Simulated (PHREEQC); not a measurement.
A made-up water analysis in mmol/kgw, 25 °C, pH 7.49, pe 11.2:

```
constituent                mmol/kgw
-------------------------  --------
Na                             3.98
K                              3.78
Ca                            0.986
Mg                            0.885
Cl                             4.75
S(6)                           1.65
Alkalinity (meq/kgw)           3.18
Zn                            0.209
Cu(2)                         0.214
N(5)                         0.0409
O(0) (counted as O atoms)    0.0153
```

Na is adjusted to close the charge balance.
Valence states are taken as typed.

The numbers come from PHREEQC with the ion-association model, wateq4f.dat.

### Question
The ionic strength comes out as 0.0134 mol/kgw. What activity coefficients do CuHCO3+, Ca+2, ZnOH+, SO4-2, Cu2(OH)2+2 get?

### Answer
CuHCO3+ 0.89, Ca+2 0.64, ZnOH+ 0.89, SO4-2 0.63, Cu2(OH)2+2 0.63.

No solid was allowed to form. Saturation is exceeded, for instance for Malachite, Brochantite; the values hold only as long as no solid forms. Complexes and solids missing from the database can't appear. The database's constant for dissolved Cu(OH)2 is higher than later reviews accept. The database's zinc carbonate complexes are estimates, stronger than later reviews accept.
